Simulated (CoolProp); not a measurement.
Computed with CoolProp (reference Helmholtz-energy equation of state, Wu 2011).

Task: For dimethyl ether, give the phase and the density (kg/m³), cp (kJ/(kg K)), isothermal compressibility (1/MPa), expansivity (1/kK) at 449.4 K and 750 kPa.

Result: 
- 449.4 K and 750 kPa: gas; density 9.59, cp 1.92, isothermal compressibility 1.38, expansivity 2.49
